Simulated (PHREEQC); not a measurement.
NaOH is added in steps, without added water, to 1 kg of water holding 0.024 mol/kgw HNO3, 0.052 mol/kgw CaCl2 and 0.27 mol/kgw KCl, at 20 °C. Oxygen is held at 0.21 atm. No CO2 enters from the air. No solid was allowed to form.

Base run: PHREEQC, ion-association model, wateq4f.dat. Each further column changes one thing. The table gives pH.

```tsv
NaOH added (mol)	base	metal-ligand complexes left out	all activity coefficients set to 1
0	1.73	1.73	1.62
0.007525	1.90	1.90	1.78
0.01397	2.11	2.11	2.00
0.0215	2.72	2.72	2.60
0.02902	11.57	11.57	11.53
0.03547	11.93	11.93	11.91
0.043	12.15	12.15	12.14
```
